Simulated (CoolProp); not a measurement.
Vapour-liquid equilibrium of R152A (1) + isobutene (2) at 234.6 K; x and y are mole fractions of (1).

Values from CoolProp's multi-fluid Helmholtz-energy mixture model, Outcalt 1996 and Lemmon 2005; pair parameters Bell 2016.

**Question.** Give the bubble pressure and the first vapour's composition at x = 0.15, 0.65, 0.95. Is there an azeotrope?

**Answer.** x = 0.15: 0.4023 bar, y = 0.467; x = 0.65: 0.5337 bar, y = 0.725; x = 0.95: 0.5239 bar, y = 0.926. y crosses x between x = 0.75 and 0.85: the model has an azeotrope there.

The pair parameters rest on a limited set of measurements; away from them the model extrapolates.
